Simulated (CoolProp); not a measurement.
Vapour-liquid equilibrium of acetone (1) + toluene (2) at 466.3 K; x and y are mole fractions of (1).

Values from CoolProp's multi-fluid Helmholtz-energy mixture model, Lemmon 2006 and Lemmon 2006; pair parameters Bell 2016.

```json
[
 {"x": "0.05", "bubble pressure (bar)": "7.746", "y at the bubble point": "0.162", "dew pressure at overall composition x (bar)": "6.941", "liquid density (mol/L)": "7.512"},
 {"x": "0.2", "bubble pressure (bar)": "10.73", "y at the bubble point": "0.442", "dew pressure at overall composition x (bar)": "8.060", "liquid density (mol/L)": "7.742"},
 {"x": "0.35", "bubble pressure (bar)": "13.38", "y at the bubble point": "0.599", "dew pressure at overall composition x (bar)": "9.557", "liquid density (mol/L)": "7.983"},
 {"x": "0.5", "bubble pressure (bar)": "15.89", "y at the bubble point": "0.711", "dew pressure at overall composition x (bar)": "11.61", "liquid density (mol/L)": "8.235"},
 {"x": "0.65", "bubble pressure (bar)": "18.38", "y at the bubble point": "0.804", "dew pressure at overall composition x (bar)": "14.45", "liquid density (mol/L)": "8.501"},
 {"x": "0.8", "bubble pressure (bar)": "20.96", "y at the bubble point": "0.889", "dew pressure at overall composition x (bar)": "18.26", "liquid density (mol/L)": "8.781"},
 {"x": "0.95", "bubble pressure (bar)": "23.72", "y at the bubble point": "0.972", "dew pressure at overall composition x (bar)": "22.98", "liquid density (mol/L)": "9.076"}
]
```

No azeotrope shows between x = 0.05 and 0.95.

Pair parameters are fitted to limited data, so mixtures are less certain than the pure fluids. The gap from Raoult's law changes sign with composition, which may be real or a fault of the pair parameters; it wasn't checked against measurements.
